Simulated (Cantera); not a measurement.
Metals in furnace atmospheres: Pb + H2S + N2

Charge: 1 mol Pb, a varied amount of H2S, 2.3 mol N2, held at 0.100 bar.

Method: chemical equilibrium by Gibbs-energy minimisation in Cantera with the NASA 1993 tables (ideal gas, pure condensed phases). Candidate condensed phases: Pb, PbS, S; 18 gas species. Mutual solubility and eutectic melting of coexisting phases are not modelled. Kinetics and transport are ignored.

Stable condensed phases:

```
T in °C \ n(H2S) in mol
         0.35 0.43 0.54 0.67 0.84    1  1.3  1.6    2  2.6  3.2    4
   1375     A    A    A    A    A    A    A    A    A    A    A    A
   1275     A    A    A    A    A    A    A    A    A    A    A    A
   1175     B    B    A    A    A    A    A    A    A    A    A    A
   1075     B    B    B    B    A    A    A    A    A    A    A    A
    975     B    B    B    C    C    C    D    D    D    D    A    A
    875     C    C    C    C    C    C    D    D    D    D    D    D
    775     C    C    C    C    C    C    D    D    D    D    D    D
    675     C    C    C    C    C    C    D    D    D    D    D    D
    575     C    C    C    C    C    C    D    D    D    D    D    D
    475     C    C    C    C    C    C    D    D    D    D    D    D
```

A: gas only; B: Pb; C: Pb + PbS; D: PbS.
